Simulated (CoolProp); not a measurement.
Saturated liquid density (kg/m³) of isobutene: the reference equation beside estimates from Tc = 418.1 K, pc = 40.16 bar, ω = 0.193. Rackett uses Z = 0.29056 − 0.08775 ω.

Computed with CoolProp (reference Helmholtz-energy equation of state, Lemmon 2005). It is a short technical equation, of lower accuracy than the large ones.

```json
[
 {"T (K)": "332.2", "reference": "542.4", "Rackett": "540.2", "Redlich-Kwong": "475.9", "Soave-Redlich-Kwong": "492.9", "Peng-Robinson": "559.3"},
 {"T (K)": "339.2", "reference": "531.9", "Rackett": "529.6", "Redlich-Kwong": "463.7", "Soave-Redlich-Kwong": "480.7", "Peng-Robinson": "[?]"},
 {"T (K)": "346.3", "reference": "520.7", "Rackett": "518.4", "Redlich-Kwong": "450.6", "Soave-Redlich-Kwong": "467.6", "Peng-Robinson": "530.6"},
 {"T (K)": "353.3", "reference": "509.1", "Rackett": "506.8", "Redlich-Kwong": "[?]", "Soave-Redlich-Kwong": "453.8", "Peng-Robinson": "514.9"},
 {"T (K)": "360.3", "reference": "496.8", "Rackett": "494.5", "Redlich-Kwong": "422.8", "Soave-Redlich-Kwong": "439.2", "Peng-Robinson": "498.1"},
 {"T (K)": "367.4", "reference": "483.5", "Rackett": "481.3", "Redlich-Kwong": "407.3", "Soave-Redlich-Kwong": "423.3", "Peng-Robinson": "479.8"},
 {"T (K)": "374.4", "reference": "469.3", "Rackett": "467.3", "Redlich-Kwong": "391.0", "Soave-Redlich-Kwong": "406.3", "Peng-Robinson": "460.2"},
 {"T (K)": "381.4", "reference": "453.8", "Rackett": "452.1", "Redlich-Kwong": "373.4", "Soave-Redlich-Kwong": "387.9", "Peng-Robinson": "438.7"},
 {"T (K)": "388.5", "reference": "[?]", "Rackett": "435.1", "Redlich-Kwong": "353.9", "Soave-Redlich-Kwong": "367.2", "Peng-Robinson": "414.5"},
 {"T (K)": "395.5", "reference": "416.5", "Rackett": "415.9", "Redlich-Kwong": "332.4", "Soave-Redlich-Kwong": "344.3", "Peng-Robinson": "387.5"}
]
```

Problem. Fill in the missing entries.

Solution. 
- 339.2, Peng-Robinson: 545.5
- 353.3, Redlich-Kwong: 437.1
- 388.5, reference: 436.2

Absolute difference from the reference over all 10 rows, mean and median: Rackett 0.4 and 0.4 %, Redlich-Kwong 15.7 and 15.3 %, Soave-Redlich-Kwong 12.5 and 12.0 %, Peng-Robinson 2.7 and 2.2 %.
